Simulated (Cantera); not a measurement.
Feed: 1 mol Cu2O, 5.7 mol H2, 4 mol H2O, held at 0.0133 bar.

Method: chemical equilibrium by Gibbs-energy minimisation in Cantera with the NASA 1993 tables (ideal gas, pure condensed phases). Candidate condensed phases: Cu, CuO, Cu(OH)2, Cu2O, H2O; 12 gas species. Rates play no part.

log p: log10 of the partial pressure in bar; n: condensed amount in mol.

```csv
T (K),log p H2O,log p H2,log p Cu,log p H,log p OH,n Cu(s),n Cu(l)
1275,-2.16,-2.19,-7.06,-7.23,___,2.00,0
1325,-2.16,-2.19,-6.55,-6.88,___,2.00,0
1375,-2.16,-2.19,-6.08,-6.56,___,0,2.00
1425,-2.16,-2.19,-5.66,-6.26,___,0,2.00
1475,-2.16,-2.19,-5.27,-5.98,___,0,2.00
1525,-2.16,-2.19,-4.91,-5.72,___,0,1.99
1575,-2.16,-2.19,-4.56,-5.48,___,0,1.98
1625,-2.16,-2.19,-4.24,-5.25,___,0,1.96
1675,-2.17,-2.19,-3.94,-5.03,___,0,1.92
1725,-2.17,-2.20,-3.66,-4.83,___,0,1.84
1775,-2.18,-2.20,-3.39,-4.64,___,0,1.70
```

**Question.** Fill in the missing entries.

**Answer.** 
- 1275, log p OH: -9.13
- 1325, log p OH: -8.69
- 1375, log p OH: -8.28
- 1425, log p OH: -7.89
- 1475, log p OH: -7.54
- 1525, log p OH: -7.20
- 1575, log p OH: -6.89
- 1625, log p OH: -6.60
- 1675, log p OH: -6.32
- 1725, log p OH: -6.06
- 1775, log p OH: -5.82
